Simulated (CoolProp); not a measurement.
n-octane along the isobar 0.939 MPa: Z from the reference equation and from simpler models built on Tc = 295.6 °C, pc = 2.484 MPa, ω = 0.398; each cubic takes its own stable root.

Values from CoolProp's reference Helmholtz-energy equation of state, Beckmüller 2019.

| T (°C) | phase | reference | van der Waals | Redlich-Kwong | Soave-Redlich-Kwong | Peng-Robinson |
|---|---|---|---|---|---|---|
| 212.25 | liquid | 0.05148 | 0.8009 | 0.7490 | 0.06145 | 0.05415 |
| 218.45 | liquid | 0.05172 | 0.8085 | (withheld) | 0.06210 | 0.05473 |
| 224.65 | liquid | (withheld) | 0.8156 | 0.7725 | 0.06293 | (withheld) |
| 237.05 | gas | 0.7508 | 0.8287 | 0.7925 | 0.7722 | 0.7568 |
| 243.35 | gas | (withheld) | 0.8348 | 0.8016 | 0.7846 | 0.7694 |
| 249.55 | gas | 0.7795 | 0.8405 | 0.8100 | (withheld) | 0.7808 |
| 255.75 | gas | 0.7917 | 0.8459 | 0.8178 | 0.8062 | 0.7913 |
| 261.95 | gas | 0.8028 | 0.8510 | 0.8252 | 0.8158 | 0.8011 |
| 268.25 | gas | 0.8131 | 0.8559 | 0.8322 | 0.8250 | 0.8104 |
| 274.45 | gas | 0.8225 | 0.8606 | 0.8387 | 0.8334 | 0.8190 |
| 280.65 | gas | 0.8311 | 0.8650 | 0.8448 | 0.8412 | 0.8270 |
| 286.85 | gas | 0.8391 | 0.8692 | 0.8506 | 0.8486 | 0.8346 |
| 293.15 | gas | 0.8467 | (withheld) | 0.8562 | 0.8557 | 0.8418 |

What belongs in the gaps?


- 218.45, Redlich-Kwong: 0.7612
- 224.65, reference: 0.05205
- 224.65, Peng-Robinson: 0.05546
- 243.35, reference: 0.7661
- 249.55, Soave-Redlich-Kwong: 0.7958
- 293.15, van der Waals: 0.8732

At some of these states van der Waals, Redlich-Kwong gives the other phase, because its saturation line lies elsewhere.
